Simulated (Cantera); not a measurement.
What does this Cantera script print?

```python
import numpy as np
import cantera as ct

gas = ct.Solution("gri30.yaml")


def delay(T, t_max=10):
    gas.TPX = T, 55000, {'CH3OH': 1, 'O2': 1, 'N2': 8.68}
    reactor = ct.IdealGasConstPressureReactor(gas, clone=False)
    net = ct.ReactorNet([reactor])
    net.rtol, net.atol = 1e-8, 1e-16
    while net.time < t_max:
        t_old, T_old = net.time, reactor.T
        net.step()
        if reactor.T > T + 400:  # ignition: a rise of 400 K
            return t_old + (T + 400 - T_old) / (reactor.T - T_old) * (net.time - t_old)
    return np.nan


taus = []
for T in [1200, 1250, 1300, 1350, 1400, 1450, 1500, 1550]:
    taus.append(delay(T))
    print(f"T0 = {T:6g} K   tau = {taus[-1]:.4e} s")
```

Result:

```
T0 =   1200 K   tau = 1.8569e-02 s
T0 =   1250 K   tau = 8.5674e-03 s
T0 =   1300 K   tau = 4.2539e-03 s
T0 =   1350 K   tau = 2.2617e-03 s
T0 =   1400 K   tau = 1.2814e-03 s
T0 =   1450 K   tau = 7.7064e-04 s
T0 =   1500 K   tau = 4.9256e-04 s
T0 =   1550 K   tau = 3.3435e-04 s
```

Model: GRI-Mech 3.0 (53 species, 325 reactions), integrated in Cantera. GRI-Mech 3.0 was tuned for natural gas; its chemistry of methanol as a main component is partial and can be far from experiment.
